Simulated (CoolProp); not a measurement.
n-perfluorobutane at 341 K and 0.375 MPa is compressed adiabatically to 1.45 MPa with isentropic efficiency 0.9. Each further row changes one setting.

Model: reference Helmholtz-energy equation of state, Gao 2022, in CoolProp.

```csv
case,work (kJ/kg),final temperature (K),final density (kg/m³)
as stated,15.2,(withheld),166
efficiency 1,13.7,(withheld),168
efficiency 0.65,21.1,375.5,(withheld)
```

Q: Fill in the missing entries.

A: 
- as stated, final temperature (K): 370.3
- efficiency 1, final temperature (K): 368.9
- efficiency 0.65, final density (kg/m³): 157
